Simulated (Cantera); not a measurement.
**Dilute partial oxidation**

A perfectly stirred reactor is fed with 1.08 % CH3OH, 0.892 % O2, 98.0 % N2, at 750 Torr; it is held at 975 K, and followed from long to short residence time.

Model: GRI-Mech 3.0 (53 species, 325 reactions), integrated in Cantera. GRI-Mech 3.0 was tuned for natural gas; its chemistry of methanol as a main component is partial and can be far from experiment.

```json
[
 {"τ (s)": "27", "x CH3OH": "0.000127", "x O2": "0.000653", "x NO": "8.80e-12", "x H2": "0.00892", "x N2O": "5.88e-9", "x C2H6": "<1e-12", "x O": "9.50e-10"},
 {"τ (s)": "4.5", "x CH3OH": "0.000478", "x O2": "0.00134", "x NO": "1.65e-12", "x H2": "0.00823", "x N2O": "3.97e-9", "x C2H6": "<1e-12", "x O": "1.67e-9"},
 {"τ (s)": "0.77", "x CH3OH": "0.00148", "x O2": "0.00246", "x NO": "<1e-12", "x H2": "0.00680", "x N2O": "1.85e-9", "x C2H6": "<1e-12", "x O": "2.14e-9"},
 {"τ (s)": "0.13", "x CH3OH": "0.00485", "x O2": "0.00505", "x NO": "<1e-12", "x H2": "0.00357", "x N2O": "6.44e-10", "x C2H6": "<1e-12", "x O": "1.44e-9"},
 {"τ (s)": "0.022", "x CH3OH": "0.0108", "x O2": "0.00892", "x NO": "<1e-12", "x H2": "4.33e-9", "x N2O": "<1e-12", "x C2H6": "<1e-12", "x O": "<1e-12"},
 {"τ (s)": "0.0038", "x CH3OH": "0.0108", "x O2": "0.00892", "x NO": "<1e-12", "x H2": "7.11e-10", "x N2O": "<1e-12", "x C2H6": "<1e-12", "x O": "<1e-12"},
 {"τ (s)": "0.00064", "x CH3OH": "0.0108", "x O2": "0.00892", "x NO": "<1e-12", "x H2": "1.13e-10", "x N2O": "<1e-12", "x C2H6": "<1e-12", "x O": "<1e-12"}
]
```
x: mole fraction; the columns are a selection and need not sum to one.
